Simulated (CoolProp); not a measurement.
100 sccm (0 °C, 1 atm) of nitrogen bubbles through liquid dimethyl carbonate at 310.4 K and leaves saturated at a total pressure of 0.15 MPa (ideal gas phase). Each further row changes one setting.

Model: reference Helmholtz-energy equation of state, Zhou 2011, in CoolProp.

```
case                      vapour pressure (kPa)  mole fraction of vapour  delivery (mg/min)  delivery (sccm)  change of delivery for a bath 1 K warmer (%)
------------------------  ---------------------  -----------------------  -----------------  ---------------  --------------------------------------------
as stated                                  13.2                   0.0881               38.8             9.67                                           5.2
bath temperature 315.4 K                   16.6                    0.111               50.0             12.5                                           5.2
total pressure 0.3 MPa                     13.2                   0.0441               18.5             4.61                                           5.0
```
